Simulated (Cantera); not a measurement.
An isothermal, constant-pressure homogeneous reactor starts with NH3 : N2 = 1 : 1.8 (molar parts), at 1375 K and 0.0263 atm. Integrator tolerance rtol = 1e-08.

Detailed kinetics in Cantera: the gas-phase N/H chemistry of the illustrative SiF4/NH3 mechanism in the Surface Chemkin manual (1991). Walls and surfaces, which speed up NH3 decomposition in real reactors, are not modelled.

```csv
quantity,before,after
x(NH3) at 200 s,0.334 (gas-phase equilibrium 4.72e-7),8.91e-8 (gas-phase equilibrium 8.91e-8)
x(NH2) at 200 s,1.57e-5 (gas-phase equilibrium 3.12e-11),6.92e-9 (gas-phase equilibrium 6.92e-9)
x(H) at 200 s,6.06e-7 (gas-phase equilibrium 1.33e-5),0.0101 (gas-phase equilibrium 0.0101)
x(N2) at 200 s,0.640 (gas-phase equilibrium 0.605),0.602 (gas-phase equilibrium 0.602)
x(H2) at 200 s,0.0252 (gas-phase equilibrium 0.395),0.388 (gas-phase equilibrium 0.388)
```

Which change was made?
A) temperature 1375 to 2200 K
B) NH3 1 to 2.6 parts
C) temperature 1375 to 2073 K
D) NH3 1 to 5.1 parts

C, temperature 1375 to 2073 K
